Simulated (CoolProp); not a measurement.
Model: reference Helmholtz-energy equation of state, Thol 2017, in CoolProp.

Q: Give the vapour pressure (kPa), enthalpy of vaporisation (kJ/kg), vapour Z of saturated decamethyltetrasiloxane (MD2M) at 178.05, 204.75 °C.

A: 
| T (°C) | p (kPa) | enthalpy of vaporisation (kJ/kg) | vapour Z |
|---|---|---|---|
| 178.05 | 66.8 | 136 | 0.946 |
| 204.75 | 129 | 126 | 0.912 |
